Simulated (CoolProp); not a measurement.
A simple Rankine cycle with R1336mzz(E): condensing at 329.15 K, boiler at 2.17 MPa, turbine inlet 406 K, turbine efficiency 0.65, pump efficiency 0.7, no recuperator. Each further row changes one setting.

Values from CoolProp's reference Helmholtz-energy equation of state, Akasaka 2023.

```csv
case,thermal efficiency (%),net work (kJ/kg),heat in (kJ/kg),turbine exit temperature (K),volume ratio over the turbine
as stated,7.2,?,172,?,5.30
condensing temperature 321.15 K,8.0,?,182,361.1,6.72
boiler pressure 1.52 MPa,5.8,?,184,380.0,?
turbine efficiency 0.55,?,10.1,172,?,?
```

Question: Some entries are withheld; supply them.

Answer: 
- as stated, net work (kJ/kg): 12.3
- as stated, turbine exit temperature (K): 365.4
- condensing temperature 321.15 K, net work (kJ/kg): 14.6
- boiler pressure 1.52 MPa, net work (kJ/kg): 10.7
- boiler pressure 1.52 MPa, volume ratio over the turbine: 3.27
- turbine efficiency 0.55, thermal efficiency (%): 5.9
- turbine efficiency 0.55, turbine exit temperature (K): 367.8
- turbine efficiency 0.55, volume ratio over the turbine: 5.34
